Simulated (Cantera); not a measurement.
Feed: 1 mol Si, 2 mol NF3, 29 mol N2, equilibrated at 1098.15 K and 15.0 Pa.

Cantera equilibrium calculation (NASA polynomials, part measured and part estimated; ideal gas, pure solids and liquids). Candidate condensed phases: Si, Si3N4; 16 gas species. The numbers say what is thermodynamically allowed, not how fast it happens.

Base state: N2 0.909, F 0.0606, SiF4 0.0303 (mole fractions); condensed: gas only.

Question: What changes in the equilibrium state with this change: NF3 from 2 to 6.6 mol?

Answer: 
```tsv
species	before	after
N2	0.909	0.658
F	0.0606	0.321
SiF4	0.0303	0.0204
F2	9.70e-6	0.000273
```
